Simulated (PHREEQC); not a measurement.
Consider water at 25 °C with 0.0064 mol HF and 0.095 mol NH4F per kg of water. Closed to the air; pH follows from the charge balance.

The numbers come from PHREEQC with the ion-association model, phreeqc.dat.

Precipitation was switched off in this run.

Task: Order these F species by the share of F that they hold, largest first: F-, HF2-, HF.

Result: F- (92 %), HF (4.6 %), HF2- (3.3 %)

The pH is 4.35 and the ionic strength 0.0950 mol/kgw.
